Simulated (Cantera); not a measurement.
**Calcination and drying: MgSO4 + CO2 + H2O**

Charge: 1 mol MgSO4, 0.22 mol CO2, 3.6 mol H2O, held at 7.30 bar.

Cantera equilibrium calculation (NASA polynomials, part measured and part estimated; ideal gas, pure solids and liquids). Candidate condensed phases: C, C6H6, C7H8, C8H18, H2O, H2SO4, Mg, MgCO3, MgO, Mg(OH)2, MgS, MgSO4, S; 130 gas species. Equilibrium is a limit: real reactors are often held back by kinetics, nucleation or transport.

From 1498 K to 1998 K the condensed part is MgO(s). The main Mg-bearing gas is Mg(OH)2 throughout.

```tsv
T (K)	x H2O	x SO2	x O2	x CO2	n MgO(s)
1498	0.679	0.183	0.0914	0.0415	1.000
1548	0.678	0.184	0.0919	0.0414	1.000
1598	0.678	0.185	0.0923	0.0414	1.000
1648	0.677	0.185	0.0926	0.0414	1.000
1698	0.677	0.186	0.0928	0.0414	1.000
1748	0.677	0.186	0.0929	0.0414	1.000
1798	0.677	0.186	0.0930	0.0414	1.000
1848	0.676	0.187	0.0931	0.0414	1.000
1898	0.676	0.187	0.0931	0.0413	1.000
1948	0.675	0.187	0.0930	0.0413	1.000
1998	0.675	0.187	0.0930	0.0413	1.000
```
x: gas mole fraction; n: condensed amount in mol.
